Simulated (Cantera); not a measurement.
Equilibrium for carbothermic reduction: CuO + C + H₂ + CO

Feed: 1 mol CuO, 1.9 mol C, 0.12 mol H₂, 1.1 mol CO, at 101000 Pa.

These are equilibrium values from Cantera (NASA tables, ideal gas, pure condensed phases), not measurements of a reactor. Candidate condensed phases: C, C₆H₆, C₇H₈, C₈H₁₈, Cu, CuO, Cu(OH)₂, Cu₂O, H₂O; 113 gas species. Equilibrium is a limit: real reactors are often held back by kinetics, nucleation or transport.

```csv
T (K),x CO,x Cu,x H₂,x CO₂,x H,x H₂O,x Cu₂,x C₂H₂ (acetylene),n C(graphite),n Cu(s),n Cu(l)
1123,0.894,1.24e-9,0.0535,0.0489,9.79e-9,0.00320,<1e-12,1.18e-9,1.01,1.00,0
1223,0.933,2.26e-8,0.0537,0.0121,6.92e-8,0.00102,<1e-12,8.40e-9,0.929,1.00,0
1323,0.942,2.65e-7,0.0539,0.00355,3.66e-7,0.000377,2.71e-11,4.44e-8,0.909,1.000,0
1423,0.945,2.06e-6,0.0539,0.00123,1.53e-6,0.000159,4.78e-10,1.85e-7,0.903,0,1.000
1523,0.945,1.19e-5,0.0540,0.000492,5.34e-6,7.54e-5,5.39e-9,6.38e-7,0.901,0,1.000
1623,0.946,5.48e-5,0.0540,0.000221,1.60e-5,3.92e-5,4.45e-8,1.88e-6,0.901,0,1.000
1723,0.946,0.000211,0.0540,0.000110,4.21e-5,2.20e-5,2.85e-7,4.89e-6,0.900,0,1.000
1823,0.945,0.000695,0.0539,5.90e-5,1.00e-4,1.32e-5,1.47e-6,1.14e-5,0.900,0,0.998
1923,0.944,0.00202,0.0538,3.39e-5,0.000217,8.30e-6,6.33e-6,2.43e-5,0.900,0,0.995
2023,0.941,0.00525,0.0535,2.06e-5,0.000436,5.46e-6,2.34e-5,4.78e-5,0.900,0,0.988
2123,0.934,0.0124,0.0529,1.30e-5,0.000819,3.70e-6,7.61e-5,8.75e-5,0.900,0,0.972
2223,0.919,0.0272,0.0517,8.46e-6,0.00145,2.55e-6,0.000221,0.000150,0.899,0,0.937
2323,0.892,0.0556,0.0495,5.55e-6,0.00241,1.75e-6,0.000581,0.000240,0.899,0,0.866
2423,0.842,0.107,0.0459,3.56e-6,0.00377,1.16e-6,0.00140,0.000355,0.898,0,0.727
```
x: gas mole fraction; n: condensed amount in mol.

From 1123 K to 1323 K the condensed part is C(graphite) + Cu(s). From 1423 K to 2423 K the condensed part is C(graphite) + Cu(l).
